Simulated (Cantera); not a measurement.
What does this Cantera script print?

```python
import numpy as np
import cantera as ct

gas = ct.Solution("gri30.yaml")
gas.TPX = 1675, 39000, {'C3H8': 1, 'O2': 6.49, 'N2': 24.4}
reactor = ct.IdealGasReactor(gas, energy="on", clone=False)
net = ct.ReactorNet([reactor])
net.rtol, net.atol = 1e-08, 1e-16
show = ['C3H8', 'O2', 'NO2', 'CH3', 'C2H6']
times = np.geomspace(1e-06, 6, 16)

steps = ct.SolutionArray(gas, extra=["t"])
rows = []
print(f"{'t/s':>10s}{'T/K':>9s}{'P/Pa':>11s}" + "".join(f"{s:>11s}" for s in show))
for t in times:
    while net.time < t:
        t_next = net.step()
        steps.append(gas.state, t=t_next)
    rows.append([np.interp(t, steps.t, y) for y in (steps.T, steps.P, *steps(*show).X.T)])
    print(f"{t:10.3e}{rows[-1][0]:9.1f}{rows[-1][1]:11.4g}" + "".join(f"{x:11.3e}" for x in rows[-1][2:]))
rate = np.gradient(steps.T, steps.t)
print("integrator steps:", len(steps.t))
if steps.T.max() > steps.T[0] + 200:
    print(f"time of steepest temperature rise: {steps.t[rate.argmax()]:.4e} s")
gas.TPX = 1675, 39000, {'C3H8': 1, 'O2': 6.49, 'N2': 24.4}
gas.equilibrate("UV")
print(f"equilibrium (UV): T = {gas.T:.1f} K  " + "  ".join(f"{s} {gas[s].X[0]:.3e}" for s in show))
```

It prints:

```
       t/s      T/K       P/Pa       C3H8         O2        NO2        CH3       C2H6
 1.000e-06   1671.2  3.893e+04  3.098e-02  2.034e-01  1.407e-18  3.489e-04  8.287e-08
 2.831e-06   1663.8   3.88e+04  3.007e-02  2.030e-01  6.381e-16  1.155e-03  2.328e-06
 8.012e-06   1647.7  3.858e+04  2.684e-02  2.013e-01  1.922e-13  3.551e-03  6.805e-05
 2.268e-05   1660.7  3.953e+04  1.498e-02  1.911e-01  1.888e-11  6.371e-03  8.192e-04
 6.420e-05   2537.3  6.518e+04  8.584e-44  5.919e-02  1.303e-08  1.429e-14  7.066e-30
 1.817e-04   2668.9  6.798e+04  6.240e-47  5.702e-02  1.517e-07  1.720e-15  6.999e-32
 5.144e-04   2800.5   7.07e+04  3.832e-46  5.462e-02  1.051e-06  3.263e-15  1.724e-31
 1.456e-03   2810.2   7.08e+04  5.602e-46  5.149e-02  3.055e-06  3.614e-15  2.114e-31
 4.121e-03   2805.5  7.064e+04  6.033e-46  4.926e-02  4.472e-06  3.645e-15  2.221e-31
 1.167e-02   2805.1  7.062e+04  6.075e-46  4.905e-02  4.602e-06  3.648e-15  2.231e-31
 3.302e-02   2805.1  7.062e+04  6.075e-46  4.905e-02  4.602e-06  3.648e-15  2.231e-31
 9.346e-02   2805.1  7.062e+04  6.075e-46  4.905e-02  4.602e-06  3.648e-15  2.231e-31
 2.646e-01   2805.1  7.062e+04  6.075e-46  4.905e-02  4.602e-06  3.648e-15  2.231e-31
 7.489e-01   2805.1  7.062e+04  6.075e-46  4.905e-02  4.602e-06  3.648e-15  2.231e-31
 2.120e+00   2805.1  7.062e+04  6.075e-46  4.905e-02  4.602e-06  3.648e-15  2.231e-31
 6.000e+00   2805.1  7.062e+04  6.075e-46  4.905e-02  4.602e-06  3.648e-15  2.231e-31
integrator steps: 1591
time of steepest temperature rise: 4.2898e-05 s
equilibrium (UV): T = 2805.1 K  C3H8 1.397e-45  O2 4.905e-02  NO2 4.602e-06  CH3 5.131e-15  C2H6 4.451e-31
```

Model: GRI-Mech 3.0 (53 species, 325 reactions), integrated in Cantera. GRI-Mech 3.0 was tuned for natural gas; its chemistry of propane as a main component is partial and can be far from experiment.
